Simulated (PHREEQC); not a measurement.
0.02 g of hydrous ferric oxide (600 m²/g; 0.2 weak and 0.005 strong sites per Fe, Dzombak-Morel constants, diffuse double layer) in 1 kg of water with 0.1 mol/kgw of an inert sodium salt and 0.054 mmol/kgw Na2SO4, 0.00024 mmol/kgw ZnCl2 and 4.6e-05 mmol/kgw SrCl2, at 25 °C; the pH is set by adding NaOH or the inert anion's acid. Oxygen alone is held at its pressure in air (log pO2 = -0.68). The system is closed to CO2. Nothing may precipitate in this run.

The series has 17 steps of pH, from 4 to 12.

The numbers come from PHREEQC with the ion-association model, wateq4f.dat.

Near which pH is half of the Zn sorbed, and on which side is more sorbed?

Near pH 6.7, with more sorbed at higher pH.

Near which pH is half of the Sr sorbed, and on which side is more sorbed?

Near pH 9.1, with more sorbed at higher pH.

Complexes and solids missing from the database can't appear.
